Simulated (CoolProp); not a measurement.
Properties of R134a along the isobar 0.101 MPa.

Model: reference Helmholtz-energy equation of state, Tillner-Roth 1994, in CoolProp.

| T (°C) | phase | cv (kJ/(kg K)) | Joule-Thomson coefficient (K/MPa) | Prandtl number |
|---|---|---|---|---|
| 11.45 | gas | 0.7384 | 25.57 | 0.762 |
| 21.95 | gas | 0.7553 | 22.44 | 0.753 |
| 32.45 | gas | 0.7725 | 19.84 | 0.747 |
| 43.05 | gas | 0.7900 | 17.64 | 0.742 |
| 53.55 | gas | 0.8072 | 15.78 | 0.738 |
| 64.05 | gas | 0.8245 | 14.20 | 0.736 |
| 74.65 | gas | 0.8418 | 12.82 | 0.735 |
| 85.15 | gas | 0.8588 | 11.63 | 0.734 |
| 95.65 | gas | 0.8757 | 10.59 | 0.734 |
| 106.25 | gas | 0.8927 | 9.673 | 0.735 |
| 116.75 | gas | 0.9094 | 8.871 | 0.736 |
| 127.25 | gas | 0.9260 | 8.161 | 0.737 |
| 137.85 | gas | 0.9426 | 7.524 | 0.739 |

Viscosity comes from a separate model (Huber 2003), an estimate that may be off by 10 % or more. Thermal conductivity comes from a separate model (McLinden 2000), an estimate that may be off by 10 % or more.
